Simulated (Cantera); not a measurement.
# SF₆ + H₂ (abatement and gas-phase synthesis)

A closed system holds: 1 mol SF₆, 0.055 mol H₂, equilibrated at 898 K and 20.0 Pa.

Equilibrium computed with Cantera from the NASA thermochemical tables; the gas is ideal and each condensed phase is pure. Candidate condensed phases: S; 24 gas species. The tables' values for SF₃ are old estimates; treat these amounts as uncertain. The numbers say what is thermodynamically allowed, not how fast it happens.

* **x(SF₆)**: 0.851
* **x(HF)**: 0.0991
* **x(SF₄)**: 0.0495
* **x(SF₃)**: 1.83e-5
* **x(F)**: 1.14e-5
* **x(SF₅)**: 9.80e-6
* **x(SF₂)**: 1.29e-6
* **gas amount**: 1.110 mol
* **log10 activity of S(l) (absent)**: -13.23
